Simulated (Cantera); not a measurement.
A closed system holds: 1 mol SiH4, 3.1 mol H2O, 110 mol N2, equilibrated at 10000 Pa.

Cantera equilibrium calculation (NASA polynomials, part measured and part estimated; ideal gas, pure solids and liquids). Candidate condensed phases: H2O, Si, SiO2, Si2N2O, Si3N4; 35 gas species. The tables hold silica as quartz up to 1696 K and as liquid above; real silica turns to tridymite and cristobalite and melts near 1996 K. Kinetics and transport are ignored.

log p: log10 of the partial pressure in bar; n: condensed amount in mol.

| T (°C) | log p N2 | log p H2 | log p H2O | log p SiO | log p H | log p NH3 | log p OH | n SiO2(α-quartz) | n SiO2(β-quartz) | n SiO2(condensed) |
|---|---|---|---|---|---|---|---|---|---|---|
| 325 | -1.02 | -2.46 | -3.02 | <-13 | <-13 | -5.56 | <-13 | 1.00 | 0 | 0 |
| 475 | -1.02 | -2.46 | -3.02 | <-13 | <-13 | -6.48 | <-13 | 1.00 | 0 | 0 |
| 625 | -1.02 | -2.46 | -3.02 | <-13 | -11.19 | -7.11 | <-13 | 0 | 1.00 | 0 |
| 775 | -1.02 | -2.46 | -3.02 | <-13 | -9.34 | -7.57 | -12.40 | 0 | 1.00 | 0 |
| 925 | -1.02 | -2.46 | -3.02 | -12.99 | -7.95 | -7.91 | -10.61 | 0 | 1.00 | 0 |
| 1075 | -1.02 | -2.46 | -3.02 | [?] | -6.87 | -8.19 | -9.22 | 0 | 1.00 | 0 |
| 1225 | -1.02 | -2.46 | -3.02 | [?] | -5.99 | -8.40 | -8.10 | 0 | 1.000 | 0 |
| 1375 | -1.02 | -2.46 | -3.02 | [?] | -5.28 | -8.58 | -7.19 | 0 | 1.000 | 0 |
| 1525 | -1.02 | -2.46 | -3.02 | [?] | -4.68 | -8.73 | -6.42 | 0 | 0 | 0.991 |
| 1675 | -1.02 | -2.48 | -2.98 | [?] | -4.19 | -8.88 | -5.73 | 0 | 0 | 0.885 |

### Question
Complete the blanks.

### Answer

- 1075, log p SiO: -10.34
- 1225, log p SiO: -8.23
- 1375, log p SiO: -6.52
- 1525, log p SiO: -5.12
- 1675, log p SiO: -4.00
